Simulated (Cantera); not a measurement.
A closed system holds: 1 mol Si, 3.7 mol N₂O, 9.8 mol H₂, 0.016 mol H₂O, equilibrated at 1125 K and 13.3 mbar.

Cantera equilibrium calculation (NASA polynomials, part measured and part estimated; ideal gas, pure solids and liquids). Candidate condensed phases: H₂O, Si, SiO₂, Si₂N₂O, Si₃N₄; 35 gas species. Rates play no part.

Base state: H₂ 0.599, N₂ 0.274, H₂O 0.127 (mole fractions); condensed: SiO₂(β-quartz).

Task: What changes in the equilibrium state with this change: temperature from 1125 K to 1900 K?

Result: 
```
species                before    after
--------------------  -------  -------
H₂                      0.599    0.588
N₂                      0.274    0.272
H₂O                     0.127    0.131
H                     2.98e-7  0.00527
SiO                     <1e-9  0.00467
OH                      <1e-9  9.62e-5
SiO₂(β-quartz), mol      1.00        0
SiO₂(condensed), mol        0    0.936
```
The tables hold silica as quartz up to 1696 K and as liquid above; real silica turns to tridymite and cristobalite and melts near 1996 K.
